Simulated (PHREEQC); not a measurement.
**Geothermal or formation water: an equilibrium model**

A made-up water analysis in mg/L, 45 °C, pH 7.98, pe 9.9: Na 2800; K 210; Ca 3.09; Mg 377; Cl 4130; S(6) as SO4 1620; Alkalinity as HCO3 769; Pb 10.5; N(5) as NO3 110; Sr 2.38.

Valence states are taken as typed.

All values are PHREEQC results (ion-association model, phreeqc.dat), not measurements.

No solid was allowed to form.

Problem. Estimate the ionic strength, specific conductance, density.

Solution. ionic strength 0.172 mol/kgw; specific conductance 21700 µS/cm; density 0.998 g/cm³.

Problem. In which forms is Sr present?

Solution. Sr+2 74 %, SrSO4 17 %, SrHCO3+ 7.6 %, SrCO3 1.3 % of the Sr.

Saturation is exceeded, for instance for Cerussite, Pb(OH)2; the values hold only as long as no solid forms. Constants without temperature data keep their 25 °C values here.
